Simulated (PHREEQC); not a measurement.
A column of 0.1 m (30 cells, dispersivity 0.0035 m, 60 s a shift, diffusion coefficient 3e-10 m²/s) holds 0.015 eq of the database's cation exchanger X per kg of pore water, first in equilibrium with 2.2 mmol/kgw MnCl2 and 0.01 mmol/kgw HCl. It is flushed with 0.013 mol KBr, 0.0028 mol KCl and 1e-05 mol HCl per kg of water, at 25 °C. Values are for the last cell. CO2 from the air is kept out. No solid was allowed to form.

The series has 31 steps of pore volumes, from 0 to 4.017.

All values are PHREEQC results (ion-association model, phreeqc.dat), not measurements.

Q: After how many pore volumes does K at the outlet first reach half of its feed value?

A: By 1.6 pore volumes.

Q: After how many pore volumes does Br at the outlet first reach half of its feed value?

A: By 1.1 pore volumes.
